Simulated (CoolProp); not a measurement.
Oxygen along the isotherm 158.1 K: Z from the reference equation and from simpler models built on Tc = 154.6 K, pc = 5.046 MPa, ω = 0.022; each cubic takes its own stable root.

Values from CoolProp's reference Helmholtz-energy equation of state, Schmidt 1985.

```csv
p (MPa),phase,reference
0.0239,gas,0.9985
0.0492,gas,0.9970
0.101,gas,0.9937
0.207,gas,0.9871
0.426,gas,0.9732
0.874,gas,0.9439
1.8,gas,0.8788
3.69,gas,0.7156
7.57,supercritical,0.2749
```

Question: How far does each simpler model (Redlich-Kwong, Soave-Redlich-Kwong) lie from the reference over these 9 states: mean and median of the absolute difference, and the worst?

Answer: 
- Redlich-Kwong: mean 1.4 %, median 0.1 %, worst +12.2 % at 158.1 K and 7.57 MPa
- Soave-Redlich-Kwong: mean 1.4 %, median 0.1 %, worst +12.4 % at 158.1 K and 7.57 MPa
